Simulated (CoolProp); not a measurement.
Vapour-liquid equilibrium of cyclopentane (1) + ethanol (2) at 414 K; x and y are mole fractions of (1).

Values from CoolProp's multi-fluid Helmholtz-energy mixture model, Gedanitz 2015 and Schroeder 2014; pair parameters Bell 2016.

```
x      bubble pressure, mixture model (MPa)  bubble pressure, Raoult's law (MPa)  y, mixture model  y, Raoult's law
-----  ------------------------------------  -----------------------------------  ----------------  ---------------
0.05                                 0.8519                               0.7847             0.126            0.063
0.125                                0.9911                               0.8009             0.295            0.154
0.2                                   1.129                               0.8170             0.422            0.242
0.275                                 1.240                               0.8331             0.507            0.326
0.35                                  1.314                               0.8492             0.561            0.408
0.425                                 1.355                               0.8653             0.593            0.486
0.5                                   1.374                               0.8814             0.613            0.561
0.575                                 1.382                               0.8975             0.625            0.633
0.65                                  1.383                               0.9137             0.635            0.703
0.725                                 1.378                               0.9298             0.649            0.771
0.8                                   1.357                               0.9459             0.676            0.836
0.875                                 1.298                               0.9620             0.729            0.899
0.95                                  1.158                               0.9781             0.843            0.960
```

The largest gap from Raoult's law is +56.6 % in bubble pressure, at x = 0.425. y crosses x between x = 0.575 and 0.65: the model has an azeotrope there.

Pair parameters are fitted to limited data, so mixtures are less certain than the pure fluids. With so large a gap from Raoult's law the liquid may split in two, which this calculation doesn't test in full.
